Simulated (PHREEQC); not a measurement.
## Alkaline etch or developer

Dissolve 0.0097 mol/kgw NH3 at 25 °C. Closed to the air; pH follows from the charge balance.

Equilibrium calculation in PHREEQC: ion-association model, wateq4f.dat.

Each row changes one thing in this solution. Precipitation was switched off in this run.

```json
[
 {"case": "as made", "pH": "10.61", "ionic strength (mol/kgw)": "0.000413", "NH3 (mol/kgw)": "0.00929", "NH4+ (mol/kgw)": "0.000413"},
 {"case": "0.00026 mol/kgw HBr added", "pH": "___", "ionic strength (mol/kgw)": "0.000562", "NH3 (mol/kgw)": "0.00914", "NH4+ (mol/kgw)": "0.000562"},
 {"case": "temperature from 25 to 15 °C", "pH": "___", "ionic strength (mol/kgw)": "0.000400", "NH3 (mol/kgw)": "0.00930", "NH4+ (mol/kgw)": "0.000400"},
 {"case": "0.0003 mol/kgw H3PO4 added", "pH": "10.30", "ionic strength (mol/kgw)": "0.00112", "NH3 (mol/kgw)": "0.00889", "NH4+ (mol/kgw)": "0.000811"},
 {"case": "diluted 2-fold with water", "pH": "10.45", "ionic strength (mol/kgw)": "0.000289", "NH3 (mol/kgw)": "0.00456", "NH4+ (mol/kgw)": "0.000289"},
 {"case": "NH3 from 0.0097 to 0.0485 mol/kgw", "pH": "10.96", "ionic strength (mol/kgw)": "0.000946", "NH3 (mol/kgw)": "0.0476", "NH4+ (mol/kgw)": "0.000946"}
]
```

Task: Some entries are withheld; supply them.

Result: 
- 0.00026 mol/kgw HBr added, pH: 10.47
- temperature from 25 to 15 °C, pH: 10.94
